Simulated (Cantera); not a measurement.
Input: 1 mol Al, 0.6 mol O2, 500 mol H2, at 12.0 Pa.

Cantera equilibrium calculation (NASA polynomials, part measured and part estimated; ideal gas, pure solids and liquids). Candidate condensed phases: Al, Al2O3, H2O; 19 gas species. Mutual solubility and eutectic melting of coexisting phases are not modelled. Equilibrium is a limit: real reactors are often held back by kinetics, nucleation or transport.

What share of the Al ends up in condensed phases as a function of T (°C), at 677, 777, 877, 977, 1077, 1177, 1277, 1377, 1477, 1577?


```csv
T (°C),Al condensed (%),as
677,100.0,Al(l) + Al2O3(s)
777,99.8,Al(l) + Al2O3(s)
877,96.2,Al(l) + Al2O3(s)
977,78.2,Al2O3(s)
1077,78.5,Al2O3(s)
1177,78.7,Al2O3(s)
1277,78.8,Al2O3(s)
1377,78.5,Al2O3(s)
1477,75.3,Al2O3(s)
1577,60.6,Al2O3(s)
```
